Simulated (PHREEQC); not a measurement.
A solution holds 0.0048 mol/kgw CaCl2, 0.00049 mol/kgw CO2 and 0.00054 mol/kgw NaCl, at 25 °C. Closed to the air; pH follows from the charge balance.

Equilibrium calculation in PHREEQC: Pitzer model, pitzer.dat.

The ionic strength comes out as 0.0150 mol/kgw. What activity coefficients do Ca+2, Cl-, H+, HCO3-, Na+ get?

Ca+2 0.61, Cl- 0.88, H+ 0.88, HCO3- 0.90, Na+ 0.88. Single-ion values are on the MacInnes scale.

Precipitation was switched off in this run.
